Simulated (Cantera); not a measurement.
An isothermal plug-flow reactor at 650 K and 2.60 bar (inlet), inlet velocity 0.35 m/s, active area per volume 130 1/m; feed 0.550 % H2, 5.02 % O2, 94.4 % N2.

Computed with Cantera and Deutschmann's 1995 Pt surface mechanism with GRI-Mech 3.0 gas chemistry. Catalytic surfaces can have several steady states; this one follows from the mechanism file's or the stated starting coverage. Mass transfer to the wall is taken as infinitely fast.

Q: Predict: x(H2) at z = 0.014 m; x(O2) at z = 0.014 m; x(H2O) at z = 0.014 m; θ(free Pt) at the exit; θ(O*) at the exit; θ(OH*) at the exit.

A: 
| Quantity | Result |
|---|---|
| x(H2) at z = 0.014 m | 0.000161 |
| x(O2) at z = 0.014 m | 0.0477 |
| x(H2O) at z = 0.014 m | 0.00535 |
| θ(free Pt) at the exit | 0.00665 |
| θ(O*) at the exit | 0.991 |
| θ(OH*) at the exit | 0.00272 |
